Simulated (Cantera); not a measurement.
Charge: 1 mol CH3Cl, 0.066 mol H2, equilibrated at 3.00 Pa.

Equilibrium computed with Cantera from the NASA thermochemical tables; the gas is ideal and each condensed phase is pure. Candidate condensed phases: C, C6H6, C7H8, C8H18; 91 gas species. Rates play no part. All values below are at 3198 K.

Base state: H 0.612, Cl 0.196, C 0.188, C2 0.00288, C3 0.000519, H2 0.000144, HCl 6.83e-5 (mole fractions); condensed: gas only.

Q: What changes in the equilibrium state with this change: pressure from 3.00 Pa to 0.100 bar?

A: 
```
species             before     after
----------------  --------  --------
H                    0.612     0.404
H2                0.000144     0.209
Cl                   0.196     0.184
C                    0.188   0.00296
C2H2 (acetylene)   5.58e-9    0.0222
HCl                6.83e-5     0.141
C3                0.000519    0.0225
C4H2                 <1e-9  0.000989
C2HCl                <1e-9  0.000415
C(graphite), mol         0     0.544
```
The tables' values for CCl are old estimates; treat these amounts as uncertain.
